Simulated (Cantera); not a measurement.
Charge: 1 mol TiO2, 3.1 mol HCl, 21 mol H2, held at 1548 K.

These are equilibrium values from Cantera (NASA tables, ideal gas, pure condensed phases), not measurements of a reactor. Candidate condensed phases: H2O, Ti, TiCl2, TiCl3, TiCl4, TiO, TiO2, Ti2O3, Ti3O5, Ti4O7; 23 gas species. Condensed phases not in the tables: Magnéli phases beyond Ti4O7. Rates play no part.

x: gas mole fraction; n: condensed amount in mol.

```
P (Pa)   x H2  x HCl   x H2O  x H      x Cl  x TiCl3  n Ti4O7(s)
------  -----  -----  ------  ---  --------  -------  ----------
1       0.853  0.127  0.0103  [?]   0.00107  1.46e-8       0.250
4.20    0.857  0.128  0.0103  [?]  0.000524  3.04e-8       0.250
18      0.859  0.128  0.0104  [?]  0.000254  6.35e-8       0.250
75      0.860  0.128  0.0104  [?]  0.000124  1.30e-7       0.250
320     0.861  0.129  0.0104  [?]   6.02e-5  2.69e-7       0.250
1300    0.861  0.129  0.0104  [?]   2.99e-5  5.43e-7       0.250
5600    0.861  0.129  0.0104  [?]   1.44e-5  1.13e-6       0.250
24000   0.861  0.129  0.0104  [?]   6.96e-6  2.33e-6       0.250
100000  0.861  0.129  0.0104  [?]   3.41e-6  4.76e-6       0.250
```

Problem. Fill in the missing entries.

Solution. 
- 1, x H: 0.00899
- 4.20, x H: 0.00440
- 18, x H: 0.00213
- 75, x H: 0.00104
- 320, x H: 0.000505
- 1300, x H: 0.000251
- 5600, x H: 0.000121
- 24000, x H: 5.83e-5
- 100000, x H: 2.86e-5
